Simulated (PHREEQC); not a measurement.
Synthetic water in mmol/kgw, 20 °C, pH 6.43, pe 12.8:

| constituent | mmol/kgw |
|---|---|
| Na | 0.00157 |
| K | 1.04e-06 |
| Ca | 0.00124 |
| Mg | 0.00123 |
| Cl | 0.00377 |
| S(6) | 0.000281 |
| Alkalinity (meq/kgw) | 0.00204 |
| Si | 3e-05 |
| Li | 2.89e-05 |
| Pb | 4.86e-05 |

Valence states are taken as typed.

Model: ion-association model, phreeqc.dat, run in PHREEQC.

| quantity | before | after |
|---|---|---|
| HCO3- (mol/kgw) | 2.39e-6 | 4.43e-6 |
| CO2 (mol/kgw) | 2.13e-6 | 3.94e-6 |
| CO3-2 (mol/kgw) | 2.74e-10 | 5.09e-10 |
| PbCO3 (mol/kgw) | 2.12e-10 | 7.77e-10 |
| SI of Pb(OH)2 (Pb(OH)2) | -2.81 | -2.51 |
| SI of Quartz (SiO2) | -3.47 | -3.17 |

Problem. Which change was made?
A. all concentrations times 2 at the same typed pH
B. temperature from 20 to 50 °C at the same typed pH
C. Ca from 0.00124 to 0.00372 mmol/kgw
D. pH from 6.43 to 7.43 at the same alkalinity

Solution. A, all concentrations times 2 at the same typed pH

No solid was allowed to form.
